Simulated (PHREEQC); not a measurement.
Synthetic water in mg/L, 25 °C, pH 6.56, pe 9:

```tsv
constituent	mg/L
Na	1380
K	57.8
Ca	623
Mg	104
Cl	3110
S(6) as SO4	578
Alkalinity as HCO3	37.6
F	5.7
```

Valence states are taken as typed.

All values are PHREEQC results (ion-association model, phreeqc.dat), not measurements.

Precipitation was switched off in this run.

Q: Order these Mg species by the share of Mg that they hold, largest first: MgHCO3+, MgSO4, MgF+, Mg+2.

A: Mg+2 (88 %), MgSO4 (11 %), MgF+ (0.60 %), MgHCO3+ (0.23 %)

Q: Order these C species by the share of C that they hold, largest first: HCO3-, CaHCO3+, MgHCO3+, CO2, NaHCO3.

A: HCO3- (63 %), CO2 (30 %), CaHCO3+ (4.3 %), NaHCO3 (1.3 %), MgHCO3+ (1.1 %)

The pH is 6.56 and the ionic strength 0.120 mol/kgw. The solution is supersaturated, for example in Fluorite, so a real one may precipitate; this is no full list.
